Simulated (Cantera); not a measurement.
Mixture: CH4 : O2 : N2 = 1 : 1.18 : 4.42 (molar parts), equivalence ratio 1.7, at 4350 Torr, adiabatic and at constant pressure. Ignition delay is the time to a rise of 400 K.

Cantera simulation using GRI-Mech 3.0 (53 species, 325 reactions); the numbers are that mechanism's predictions, not measurements.

Problem. What does this change do: 0.3 parts CO2 added?

Solution. 
```json
[
 {"quantity": "delay at 1200 K", "before": "11.3 ms", "after": "12.1 ms"},
 {"quantity": "delay at 1300 K", "before": "3.33 ms", "after": "3.58 ms"},
 {"quantity": "delay at 1400 K", "before": "1.08 ms", "after": "1.17 ms"},
 {"quantity": "delay at 1500 K", "before": "0.378 ms", "after": "0.410 ms"},
 {"quantity": "delay at 1600 K", "before": "0.143 ms", "after": "0.155 ms"},
 {"quantity": "apparent activation energy between 1500 and 1600 K", "before": "190 kJ/mol", "after": "190 kJ/mol"}
]
```

Problem. What does this change do: N2 4.42 to 7.3 parts?

Solution. 
| quantity | before | after |
|---|---|---|
| delay at 1200 K | 11.3 ms | 18.2 ms |
| delay at 1300 K | 3.33 ms | 5.46 ms |
| delay at 1400 K | 1.08 ms | 1.78 ms |
| delay at 1500 K | 0.378 ms | 0.614 ms |
| delay at 1600 K | 0.143 ms | 0.226 ms |
| apparent activation energy between 1500 and 1600 K | 190 kJ/mol | 200 kJ/mol |
